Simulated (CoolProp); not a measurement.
Vapour pressure (MPa) of tetradecamethylhexasiloxane (MD4M): the reference equation beside estimates from Tc = 653.2 K, pc = 0.8286 MPa, ω = 0.800. Clausius-Clapeyron is anchored at 333.8 K with a constant enthalpy of vaporisation of 74.48 kJ/mol.

Computed with CoolProp (reference Helmholtz-energy equation of state, Thol 2019).

| T (K) | reference | Lee-Kesler | Clausius-Clapeyron | van der Waals | Redlich-Kwong | Soave-Redlich-Kwong | Peng-Robinson |
|---|---|---|---|---|---|---|---|
| 298.9 | 7.787e-7 | 1.559e-6 | 8.789e-7 | 0.01232 | 0.0005009 | 1.416e-6 | 2.173e-6 |
| 333.8 | 2.017e-5 | 2.928e-5 | 2.017e-5 | 0.02665 | 0.002519 | 2.766e-5 | 3.708e-5 |
| 368.7 | 0.0002345 | 0.0002810 | 0.0002558 | 0.05013 | 0.008669 | 0.0002727 | 0.0003320 |
| 403.6 | 0.001546 | 0.001662 | 0.002091 | 0.08510 | 0.02294 | 0.001643 | 0.001866 |
| 438.6 | 0.006788 | 0.006901 | 0.01229 | 0.1339 | 0.05048 | 0.006906 | 0.007470 |
| 473.5 | 0.02201 | 0.02181 | 0.05536 | 0.1980 | 0.09664 | 0.02204 | 0.02303 |
| 508.4 | 0.05726 | 0.05626 | 0.2029 | 0.2794 | 0.1671 | 0.05736 | 0.05856 |
| 543.3 | 0.1267 | 0.1245 | 0.6292 | 0.3794 | 0.2671 | 0.1279 | 0.1286 |

Absolute difference from the reference over all 8 rows, mean and median: Lee-Kesler 22.3 and 4.6 %, Clausius-Clapeyron 117.6 and 58.2 %, van der Waals 217999.1 and 3638.6 %, Redlich-Kwong 10360.0 and 1013.7 %, Soave-Redlich-Kwong 18.1 and 4.0 %, Peng-Robinson 43.0 and 15.4 %.
